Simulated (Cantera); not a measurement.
What does this Cantera script print?

```python
import numpy as np
import cantera as ct

gas_names = [...]  # 117 gases of nasa_gas.yaml made of C, H, Na, O
cond_names = """
    C(gr) C6H6(L) C7H8(L) C8H18(L),n-octa H2O(s) H2O(L) Na(cr) Na(L) NaOH(a) NaOH(L) NaO2(s) Na2CO3(I)
    Na2CO3(II) Na2CO3(L) Na2O(c) Na2O(a) Na2O(L) Na2O2(a) Na2O2(b)
""".split()


# ... load() reads the species with a 1 bar reference pressure and builds the phases ...
atoms = {
    'NaOH': {'Na': 1, 'O': 1, 'H': 1},
    'CO2': {'C': 1, 'O': 2},
    'H2': {'H': 2},
}
top_T = {'C(gr)': 4500, 'NaO2(s)': 800, 'Na2O2(b)': 940}  # K; cautious upper limits of use, not melting points


# ... equilibrate(T, P, feed) seeds the gas with the atoms and calls Mixture.equilibrate('TP', solver="vcs", rtol=1e-11, max_steps=5000) ...
results = []
feed = {'NaOH': 1, 'CO2': 5, 'H2': 0.38}  # mol
P = 1100  # Pa
for T in [873, 1023, 1173, 1323, 1473, 1623, 1773, 1923, 2073, 2223]:
    mix = equilibrate(T, P, feed)
    results.append((T, P, feed, dict(zip(mix.species_names, mix.species_moles))))

top = {s: max(r[3][s] / sum(r[3][g] for g in gas_names) for r in results) for s in gas_names}
cols = sorted((s for s in top if top[s] > 1e-06), key=lambda s: -top[s])[:9]
seen = [c for c in cond_names if any(r[3].get(c, 0) > 1e-12 for r in results)]
print("log10 of partial pressures in bar; condensed amounts in mol")
print(f"{'T/K':>10s}" + "".join(f"{s[:9]:>10s}" for s in cols + seen))
for T, P, feed, n in results:
    ng = sum(n[g] for g in gas_names)
    print(f"{T:10.4g}" + "".join(f"{np.log10(max(n[s] / ng * P / 1e5, 1e-99)):10.3f}" for s in cols)
          + "".join(f"{n.get(c, 0):10.4g}" for c in seen))
```

Output:

```
log10 of partial pressures in bar; condensed amounts in mol
       T/K       CO2       H2O        CO        Na        O2      NaOH        H2        OH         O Na2CO3(II Na2CO3(L)
       873    -2.062    -2.810    -3.279    -9.590   -22.296    -9.149    -3.601   -14.483   -22.869       0.5         0
      1023    -2.067    -2.784    -3.207    -6.748   -17.487    -6.678    -3.808   -11.843   -18.250    0.4999         0
      1173    -2.070    -2.774    -3.179    -4.708   -13.862    -4.902    -3.988    -9.870   -14.786         0    0.4921
      1323    -2.079    -2.829    -3.374    -3.309   -10.649    -3.634    -4.391    -8.272   -11.899         0    0.3062
      1473    -2.091    -2.944    -3.996    -2.985    -7.168    -3.217    -5.243    -6.805    -9.138         0         0
      1623    -2.091    -2.933    -4.079    -2.959    -5.167    -3.270    -5.412    -5.766    -7.304         0         0
      1773    -2.101    -2.912    -3.847    -2.906    -4.127    -3.431    -5.228    -5.052    -6.091         0         0
      1923    -2.122    -2.901    -3.456    -2.864    -3.671    -3.677    -4.868    -4.558    -5.277         0         0
      2073    -2.162    -2.913    -3.107    -2.850    -3.356    -3.938    -4.543    -4.165    -4.618         0         0
      2223    -2.233    -2.954    -2.829    -2.855    -3.113    -4.203    -4.279    -3.849    -4.062         0         0
```

Cantera equilibrium calculation (NASA polynomials, part measured and part estimated; ideal gas, pure solids and liquids).
